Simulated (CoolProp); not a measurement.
The fluid at 466.53 K and 8.08 MPa (supercritical) is heated at constant pressure to 492.7 K. The same conditions are run with several fluids, on thermodynamics alone (safety and materials aside).

The numbers come from the reference Helmholtz-energy equation of state of each fluid (dimethyl ether: Wu 2011; oxygen: Schmidt 1985; n-perfluoropentane: Gao 2022; R407C: Lemmon 2003) in CoolProp. Blends and air are pseudo-pure fits.

### Question
Rank dimethyl ether, oxygen, n-perfluoropentane, R407C by heat (kJ/kg), highest first.

### Answer
dimethyl ether (74.8), R407C (36.4), n-perfluoropentane (33.5), oxygen (26.3)

```
fluid               final density (kg/m³)
------------------  ---------------------
dimethyl ether                        127
oxygen                               62.1
n-perfluoropentane                    906
R407C                                 207
```

Above 300 K oxygen's equation is extrapolated.
